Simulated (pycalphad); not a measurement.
Computed with pycalphad from the COST 507 light-alloy database (1999), at 1 atm. The data set is of 1999 and partly superseded. Amounts are mole fractions of atoms.

Q: Give the equilibrium state of Si-5.22Sn (at.%) at 1250 K.

A: diamond (Si), fraction 0.946, with <0.01 Sn at.%; liquid, fraction 0.054, with 97.4 Sn at.%.
